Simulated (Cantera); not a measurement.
Input (Python, Cantera) and output of one run.

```python
import numpy as np
import cantera as ct

gas_names = """
    H2O P2 H2O2
""".split()
cond_names = """
    P4O10(s)
""".split()


# ... load() reads the species with a 1 bar reference pressure and builds the phases ...
species = {s.name: s for s in load("nasa_gas.yaml", gas_names) + load("nasa_condensed.yaml", cond_names)}
# Each term lists the table entries of one substance; the one whose range holds T is used.
reactions = {
    'P4O10 + 10 H2O(g) = 2 P2(g) + 10 H2O2(g)':
        [(-1, ['P4O10(s)']), (-10, ['H2O']), (2, ['P2']), (10, ['H2O2'])],
}


def pick(names, T):
    return next(species[n] for n in names if species[n].thermo.min_temp <= T <= species[n].thermo.max_temp)


results = []
for label, terms in reactions.items():
    print(label)
    print("     T/K   dH/kJ  dS/(J/K)   dG/kJ   log10 K")
    for T in [498, 523, 548, 573, 598, 623, 648, 673]:
        used = [(nu, pick(names, T)) for nu, names in terms]
        dH = sum(nu * s.thermo.h(T) for nu, s in used) / 1e6
        dS = sum(nu * s.thermo.s(T) for nu, s in used) / 1e3
        dG = dH - T * dS / 1e3
        logK = -dG * 1e6 / (ct.gas_constant * T * np.log(10))
        results.append((label, T, dH, dS, dG, logK, [s.name for _, s in used]))
        print(f"{T:8g} {dH:8.1f} {dS:8.1f} {dG:8.1f} {logK:8.2f}")
```

Result:

```
P4O10 + 10 H2O(g) = 2 P2(g) + 10 H2O2(g)
     T/K   dH/kJ  dS/(J/K)   dG/kJ   log10 K
     498   4338.2    628.4   4025.3  -422.20
     523   4336.2    624.4   4009.6  -400.45
     548   4334.0    620.4   3994.1  -380.70
     573   4331.8    616.4   3978.6  -362.68
     598   4329.5    612.5   3963.2  -346.18
     623   4327.2    608.7   3948.0  -331.01
     648   4324.7    604.8   3932.8  -317.01
     673   4322.2    600.9   3917.7  -304.07
```

Cantera with NASA thermochemical tables; ideal gases at 1 bar, condensed phases pure. Condensed species are held in their standard states even where they would react or evaporate.
